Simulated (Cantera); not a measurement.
# Hydrocarbon pyrolysis for carbon deposition

An isothermal, constant-pressure homogeneous reactor starts with 4.00 % C2H6, 96.0 % N2, at 2000 K and 1330 Pa.

Model: GRI-Mech 3.0 (53 species, 325 reactions), integrated in Cantera. GRI-Mech 3.0 stops at C3 and has no aromatics, soot or wall deposition, so with more carbon than oxygen in the feed, carbon stays in small species such as C2H2 where larger ones or solid carbon would form. Radical loss at walls, strong at low pressure, is not modelled.

```json
[
 {"t (s)": "7.00e-5", "x C2H6": "0.0165", "x CH4": "0.00111", "x CH3": "0.0328", "x H2": "0.00314", "x C2H4": "0.00297", "x C2H2": "6.79e-5"},
 {"t (s)": "0.000194", "x C2H6": "0.00155", "x CH4": "0.00435", "x CH3": "0.0304", "x H2": "0.0200", "x C2H4": "0.0121", "x C2H2": "0.00483"},
 {"t (s)": "0.000538", "x C2H6": "1.53e-5", "x CH4": "0.00630", "x CH3": "0.00892", "x H2": "0.0482", "x C2H4": "0.00648", "x C2H2": "0.0228"},
 {"t (s)": "0.00149", "x C2H6": "2.01e-6", "x CH4": "0.00517", "x CH3": "0.00300", "x H2": "0.0615", "x C2H4": "0.00129", "x C2H2": "0.0317"},
 {"t (s)": "0.00413", "x C2H6": "5.14e-7", "x CH4": "0.00378", "x CH3": "0.00139", "x H2": "0.0664", "x C2H4": "0.000223", "x C2H2": "0.0343"},
 {"t (s)": "0.0115", "x C2H6": "1.53e-7", "x CH4": "0.00257", "x CH3": "0.000725", "x H2": "0.0691", "x C2H4": "6.01e-5", "x C2H2": "0.0353"},
 {"t (s)": "0.0318", "x C2H6": "4.52e-8", "x CH4": "0.00145", "x CH3": "0.000389", "x H2": "0.0711", "x C2H4": "1.76e-5", "x C2H2": "0.0361"},
 {"t (s)": "0.0881", "x C2H6": "8.67e-9", "x CH4": "0.000554", "x CH3": "0.000175", "x H2": "0.0725", "x C2H4": "3.63e-6", "x C2H2": "0.0366"},
 {"t (s)": "0.244", "x C2H6": "6.19e-10", "x CH4": "0.000116", "x CH3": "4.97e-5", "x H2": "0.0730", "x C2H4": "5.57e-7", "x C2H2": "0.0368"},
 {"t (s)": "0.677", "x C2H6": "6.35e-12", "x CH4": "8.87e-6", "x CH3": "5.53e-6", "x H2": "0.0728", "x C2H4": "2.82e-7", "x C2H2": "0.0368"},
 {"t (s)": "1.88", "x C2H6": "<1e-12", "x CH4": "2.85e-7", "x CH3": "2.58e-7", "x H2": "0.0723", "x C2H4": "2.47e-7", "x C2H2": "0.0368"},
 {"t (s)": "5.20", "x C2H6": "<1e-12", "x CH4": "1.45e-7", "x CH3": "1.50e-7", "x H2": "0.0721", "x C2H4": "2.37e-7", "x C2H2": "0.0368"},
 {"t (s)": "14.4", "x C2H6": "<1e-12", "x CH4": "1.44e-7", "x CH3": "1.50e-7", "x H2": "0.0720", "x C2H4": "2.37e-7", "x C2H2": "0.0368"},
 {"t (s)": "40.0", "x C2H6": "<1e-12", "x CH4": "1.49e-7", "x CH3": "1.55e-7", "x H2": "0.0720", "x C2H4": "2.36e-7", "x C2H2": "0.0368"}
]
```
x: mole fraction; the columns are a selection and need not sum to one.

Equilibrium at this temperature and pressure: C2H6 <1e-12, CH4 3.55e-7, CH3 3.70e-7, H2 0.0721, C2H4 5.26e-8, C2H2 0.00817 (gas phase only).
